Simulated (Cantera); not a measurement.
Input (Python, Cantera) and output of one run.

```python
import numpy as np
import cantera as ct

gas_names = """
    H HO2 H2 H2O H2O2 O OH O2 O3 Pb PbO Pb2
""".split()
cond_names = """
    H2O(s) H2O(L) Pb(cr) Pb(L) PbO(rd) PbO(yw) PbO(L) PbO2(s) Pb3O4(s)
""".split()


# ... load() reads the species with a 1 bar reference pressure and builds the phases ...
atoms = {
    'PbO': {'Pb': 1, 'O': 1},
    'O2': {'O': 2},
    'H2': {'H': 2},
}
top_T = {'Pb3O4(s)': 820}  # K; cautious upper limits of use, not melting points


# ... equilibrate(T, P, feed) seeds the gas with the atoms and calls Mixture.equilibrate('TP', solver="vcs", rtol=1e-11, max_steps=5000) ...
results = []
feed = {'PbO': 1, 'O2': 0.018, 'H2': 13}  # mol
T = 950  # K
P = 101325  # Pa
mix = equilibrate(T, P, feed)
results.append((T, P, feed, dict(zip(mix.species_names, mix.species_moles))))
x = sorted(zip(gas.X, gas.species_names), reverse=True)
print(f"T = {T:g} K  P = {P:g} Pa  gas = {mix.phase_moles(0):.4g} mol")
print("   x: " + "  ".join(f"{s} {v:.3e}" for v, s in x if v > 1e-05))
print("   condensed (mol): " + ("  ".join(f"{mix.phase(i).name} {mix.phase_moles(i):.4g}"
      for i in range(1, mix.n_phases) if mix.phase_moles(i) > 1e-12) or "none"))
```

It prints:

```
T = 950 K  P = 101325 Pa  gas = 13 mol
   x: H2 9.203e-01  H2O 7.969e-02
   condensed (mol): Pb(L) 0.9999
```

Method: chemical equilibrium by Gibbs-energy minimisation in Cantera with the NASA 1993 tables (ideal gas, pure condensed phases).
